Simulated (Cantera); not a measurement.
A closed system holds: 1 mol CH3Cl, a varied amount of H2, equilibrated at 3.40 mbar.

Cantera equilibrium calculation (NASA polynomials, part measured and part estimated; ideal gas, pure solids and liquids). Candidate condensed phases: C, C6H6, C7H8, C8H18; 91 gas species. The numbers say what is thermodynamically allowed, not how fast it happens.

Stable condensed phases, one row left out:

```
T in °C \ n(H2) in mol
         0.81  1.1  1.4  1.9  2.5  3.3  4.3
   2750     A    A    A    A    A    A    A
   2700     A    A    A    A    A    A    A
   2650     B    B    B    A    A    A    A
   2550     B    B    B    B    B    B    B
   2500     B    B    B    B    B    B    B
   2450     B    B    B    B    B    B    B
   2400     B    B    B    B    B    B    B
   2350     B    B    B    B    B    B    B
   2300     B    B    B    B    B    B    B
   2250     B    B    B    B    B    B    B
```

A: gas only; B: C.

Q: Give the row for 2600 °C.

A: 0.81: C; 1.1: C; 1.4: C; 1.9: C; 2.5: C; 3.3: C; 4.3: gas only.
